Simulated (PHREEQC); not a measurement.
A solution holds 0.24 mmol/kgw CO2, at 10 °C. Closed to the air; pH follows from the charge balance.

All values are PHREEQC results (ion-association model, phreeqc.dat), not measurements.

Precipitation was switched off in this run.

**Question.** Predict the pH.

**Answer.** pH 5.05.

**Question.** In which forms is C present?

**Answer.** CO2 96 %, HCO3- 3.7 % of the C.

At this temperature some constants are extrapolated from 25 °C, and those without enthalpy data are left unchanged.
